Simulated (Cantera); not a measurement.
A closed system holds: 1 mol Fe₃O₄, 9 mol CO, 0.42 mol H₂, 0.95 mol C, at 42.0 Pa.

Method: chemical equilibrium by Gibbs-energy minimisation in Cantera with the NASA 1993 tables (ideal gas, pure condensed phases). Candidate condensed phases: C, C₆H₆, C₇H₈, C₈H₁₈, Fe, Fe(CO)₅, FeO, Fe(OH)₂, Fe(OH)₃, Fe₂O₃, Fe₃O₄, H₂O; 114 gas species. Mutual solubility and eutectic melting of coexisting phases are not modelled. The tables' stoichiometric FeO is somewhat more stable than real wüstite, so its field is too wide. FeO: taken at fixed stoichiometry. Rates play no part.

Q: At 1798 K, list the 4 most abundant gas species with their mole fractions, and the condensed phases.

A: CO 0.797, CO₂ 0.0953, Fe 0.0681, H₂ 0.0249. Condensed: Fe(δ) + FeO(l).
